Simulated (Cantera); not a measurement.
An isothermal, constant-pressure homogeneous reactor starts with NH₃ : N₂ = 1 : 0.25 (molar parts), at 2325 K and 0.0336 atm.

Cantera simulation using the gas-phase N/H chemistry of the illustrative SiF4/NH3 mechanism in the Surface Chemkin manual (1991); the numbers are that mechanism's predictions, not measurements. Walls and surfaces, which speed up NH3 decomposition in real reactors, are not modelled.

x: mole fraction; the columns are a selection and need not sum to one.

```
t (s)       x NH₃    x N₂H₂       x H      x H₂   x N₂         x N      x NH
--------  -------  --------  --------  --------  -----  ----------  --------
5.00e-5     0.799   1.44e-7   5.54e-6  0.000295  0.200  (withheld)   8.42e-7
0.000125    0.798   1.24e-6   6.23e-6  0.000767  0.200  (withheld)   6.49e-6
0.000313    0.794   8.87e-6   1.14e-5   0.00231  0.200  (withheld)   2.93e-5
0.000783    0.784   2.72e-5   3.51e-5   0.00948  0.201  (withheld)   6.38e-5
0.00196     0.756   2.97e-5   8.99e-5    0.0330  0.205  (withheld)   8.07e-5
0.00490     0.690   2.53e-5  0.000202    0.0880  0.217  (withheld)   9.50e-5
0.0122      0.557   1.81e-5  0.000431     0.200  0.239  (withheld)  0.000105
0.0306      0.345   9.40e-6  0.000881     0.377  0.275  (withheld)  0.000100
0.0766      0.126   2.79e-6   0.00174     0.559  0.312  (withheld)   7.52e-5
0.192      0.0134   2.51e-7   0.00423     0.652  0.330  (withheld)   3.72e-5
0.479     1.57e-5  5.25e-11    0.0259     0.645  0.329  (withheld)   1.71e-6
1.20      3.39e-7    <1e-12    0.0463     0.628  0.326  (withheld)   1.25e-7
3.00      1.33e-7    <1e-12    0.0476     0.627  0.325  (withheld)   5.17e-8
```

**Question.** Complete the blanks.

**Answer.** 
- 5.00e-5, x N: 1.14e-9
- 0.000125, x N: 1.78e-8
- 0.000313, x N: 1.18e-7
- 0.000783, x N: 5.17e-7
- 0.00196, x N: 1.53e-6
- 0.00490, x N: 3.52e-6
- 0.0122, x N: 6.21e-6
- 0.0306, x N: 8.41e-6
- 0.0766, x N: 9.53e-6
- 0.192, x N: 1.04e-5
- 0.479, x N: 2.99e-6
- 1.20, x N: 4.01e-7
- 3.00, x N: 1.71e-7
